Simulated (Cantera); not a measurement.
Input (Python, Cantera) and output of one run.

```python
import numpy as np
import cantera as ct

gas_names = """
    CL CL2 H HCL H2 Si SiCL SiCL2 SiCL3 SiCL4 SiH SiHCL3 SiH2 SiH2CL2 SiH3 SiH3CL SiH4 Si2 Si3
""".split()
cond_names = """
    Si(cr) Si(L)
""".split()


# ... load() reads the species with a 1 bar reference pressure and builds the phases ...
atoms = {
    'Si2Cl6': {'Si': 2, 'CL': 6},
    'HCl': {'H': 1, 'CL': 1},
    'H2': {'H': 2},
}
top_T = {}  # K; cautious upper limits of use, not melting points


# ... equilibrate(T, P, feed) seeds the gas with the atoms and calls Mixture.equilibrate('TP', solver="vcs", rtol=1e-11, max_steps=5000) ...
results = []
feed = {'Si2Cl6': 1, 'HCl': 1.3, 'H2': 110}  # mol
T = 1048.15  # K
P = 160  # Pa
mix = equilibrate(T, P, feed)
results.append((T, P, feed, dict(zip(mix.species_names, mix.species_moles))))
x = sorted(zip(gas.X, gas.species_names), reverse=True)
print(f"T = {T:g} K  P = {P:g} Pa  gas = {mix.phase_moles(0):.4g} mol")
print("   x: " + "  ".join(f"{s} {v:.3e}" for v, s in x if v > 0.001))
print("   condensed (mol): " + ("  ".join(f"{mix.phase(i).name} {mix.phase_moles(i):.4g}"
      for i in range(1, mix.n_phases) if mix.phase_moles(i) > 1e-12) or "none"))
```

It prints:

```
T = 1048.15 K  P = 160 Pa  gas = 113.7 mol
   x: H2 9.533e-01  HCL 3.831e-02  SiCL4 3.735e-03  SiCL2 2.868e-03
   condensed (mol): Si(cr) 1.051
```

These are equilibrium values from Cantera (NASA tables, ideal gas, pure condensed phases), not measurements of a reactor. The feed counts by its element totals alone. The tables' values for SiCl3 are old estimates; treat these amounts as uncertain.
